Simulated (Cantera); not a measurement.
Input: 1 mol SO2, 7 mol H2O, held at 1.33 mbar.

Method: chemical equilibrium by Gibbs-energy minimisation in Cantera with the NASA 1993 tables (ideal gas, pure condensed phases). Candidate condensed phases: H2O, H2SO4, S; 19 gas species. The numbers say what is thermodynamically allowed, not how fast it happens.

x: gas mole fraction; nothing condenses.

```
T (K)    x H    x O     x S     x OH  x H2      x O2
-----  -----  -----  ------  -------  ----  --------
3098   0.573  0.357  0.0367   0.0101     …   0.00691
3148   0.575  0.362  0.0380  0.00775     …   0.00517
3198   0.577  0.365  0.0389  0.00599     …   0.00387
3248   0.578  0.367  0.0396  0.00466     …   0.00291
3298   0.579  0.369  0.0401  0.00364     …   0.00221
3348   0.580  0.371  0.0405  0.00286     …   0.00168
3398   0.581  0.372  0.0408  0.00226     …   0.00129
3448   0.581  0.372  0.0410  0.00180     …  0.000993
```

**Question.** What belongs in the gaps?

**Answer.** 
- 3098, x H2: 0.00978
- 3148, x H2: 0.00743
- 3198, x H2: 0.00568
- 3248, x H2: 0.00437
- 3298, x H2: 0.00339
- 3348, x H2: 0.00264
- 3398, x H2: 0.00208
- 3448, x H2: 0.00164
